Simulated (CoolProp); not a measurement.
Vapour-liquid equilibrium of acetone (1) + dimethyl carbonate (2) at 349.4 K; x and y are mole fractions of (1).

The numbers come from the multi-fluid Helmholtz-energy mixture model, Lemmon 2006 and Zhou 2011; pair parameters Bell 2016 in CoolProp.

Question: Give the bubble pressure and the first vapour's composition at x = 0.05, 0.2, 0.8. Is there an azeotrope?

Answer: x = 0.05: 0.07135 MPa, y = 0.147; x = 0.2: 0.09185 MPa, y = 0.432; x = 0.8: 0.1666 MPa, y = 0.915. No azeotrope shows between x = 0.05 and 0.95.

The pair parameters rest on a limited set of measurements; away from them the model extrapolates.
